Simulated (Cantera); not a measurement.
Input (Python, Cantera):

```python
import numpy as np
import cantera as ct

surf = ct.Interface("diamond.yaml", "diamond_100")
gas, bulk = surf.adjacent["gas"], surf.adjacent["diamond"]
k = surf.kinetics_species_index(bulk.species_names[0])
cover = ["c6HH", "c6H*", "c6*H", "c6**", "c6HM", "c6B"]

rows, drift = [], 0.0
print(f"{'xH':>10s}{'um/h':>11s}" + "".join(f"{s:>11s}" for s in cover))
for v in [0.0001, 0.00022, 0.0005, 0.0011, 0.0025, 0.0056, 0.013, 0.028, 0.063]:
    T, P, xH, xCH3 = 1075, 1100, v, 0.00015
    gas.TPX = T, P, {"H": xH, "CH3": xCH3, "CH4": 0.0044, "H2": 1 - xH - xCH3 - 0.0044}
    surf.TP = bulk.TP = T, P
    surf.coverages = "c6H*:0.1, c6HH:0.9"
    surf.advance_coverages(100.0)
    before = surf.coverages
    surf.advance_coverages(100.0)
    drift = max(drift, np.max(np.abs(surf.coverages - before) / (surf.coverages + 1e-9)))
    rate = surf.net_production_rates[k] * bulk.mean_molecular_weight / bulk.density * 3.6e9
    rows.append([rate, *surf[cover].coverages])
    print(f"{v:10.4g}{rate:11.4e}" + "".join(f"{x:11.3e}" for x in rows[-1][1:]))
```

It prints:

```
        xH       um/h       c6HH       c6H*       c6*H       c6**       c6HM        c6B
    0.0001 2.7931e-02  5.984e-01  2.144e-02  3.606e-01  4.876e-03  7.836e-03  7.579e-11
   0.00022 5.9965e-02  5.611e-01  2.328e-02  3.917e-01  8.140e-03  9.080e-03  1.627e-10
    0.0005 1.2277e-01  5.410e-01  2.424e-02  4.077e-01  1.132e-02  9.692e-03  3.331e-10
    0.0011 2.3154e-01  5.321e-01  2.469e-02  4.153e-01  1.347e-02  9.336e-03  6.283e-10
    0.0025 4.1366e-01  5.287e-01  2.495e-02  4.197e-01  1.477e-02  7.875e-03  1.122e-09
    0.0056 6.4442e-01  5.283e-01  2.513e-02  4.226e-01  1.544e-02  5.671e-03  1.749e-09
     0.013 8.7392e-01  5.292e-01  2.528e-02  4.247e-01  1.581e-02  3.370e-03  2.371e-09
     0.028 1.0237e+00  5.299e-01  2.539e-02  4.260e-01  1.598e-02  1.846e-03  2.778e-09
     0.063 1.1166e+00  5.304e-01  2.552e-02  4.266e-01  1.608e-02  8.980e-04  3.030e-09
```

Computed with Cantera and the Harris–Goodwin 1993 mechanism for the reconstructed diamond (100) surface.
